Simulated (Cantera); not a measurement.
Cantera run, input and output.

```python
import numpy as np
import cantera as ct

gas = ct.Solution("gri30.yaml", transport_model="multicomponent")
show = ['OH', 'CO2', 'H2']

rows = []
print(f"{'T/K':>7s}{'rho':>11s}{'cp':>10s}{'mu':>11s}{'lambda':>11s}{'Pr':>7s}" + "".join(f"{'D_' + s:>11s}" for s in show))
for T in [400, 650, 900, 1150, 1400, 1650]:
    gas.TPX = T, 1333, {'CO2': 0.17, 'CO': 0.33}
    Pr = gas.cp_mass * gas.viscosity / gas.thermal_conductivity
    D = [gas.mix_diff_coeffs_mole[gas.species_index(s)] for s in show]
    rows.append([gas.density, gas.cp_mass, gas.viscosity, gas.thermal_conductivity, Pr, *D])
    print(f"{T:7g}{gas.density:11.4e}{gas.cp_mass:10.1f}{gas.viscosity:11.4e}"
          f"{gas.thermal_conductivity:11.4e}{Pr:7.3f}" + "".join(f"{d:11.4e}" for d in D))
print("SI units: kg/m3, J/kg/K, Pa s, W/m/K, m2/s")
```

Result:

```
    T/K        rho        cp         mu     lambda     Pr       D_OH      D_CO2       D_H2
    400 1.3407e-02     999.2 2.1122e-05 2.9483e-02  0.716 3.6367e-03 2.0077e-03 9.0926e-03
    650 8.2504e-03    1100.3 3.0420e-05 4.6333e-02  0.722 8.3557e-03 4.7082e-03 2.0602e-02
    900 5.9586e-03    1181.8 3.8214e-05 6.2366e-02  0.724 1.4449e-02 8.2082e-03 3.5446e-02
   1150 4.6633e-03    1237.2 4.5121e-05 7.7053e-02  0.724 2.1759e-02 1.2410e-02 5.3257e-02
   1400 3.8305e-03    1276.2 5.1428e-05 9.0623e-02  0.724 3.0185e-02 1.7252e-02 7.3793e-02
   1650 3.2502e-03    1303.5 5.7300e-05 1.0320e-01  0.724 3.9653e-02 2.2690e-02 9.6876e-02
SI units: kg/m3, J/kg/K, Pa s, W/m/K, m2/s
```

Cantera simulation using GRI-Mech 3.0 (53 species, 325 reactions); the numbers are that mechanism's predictions, not measurements.
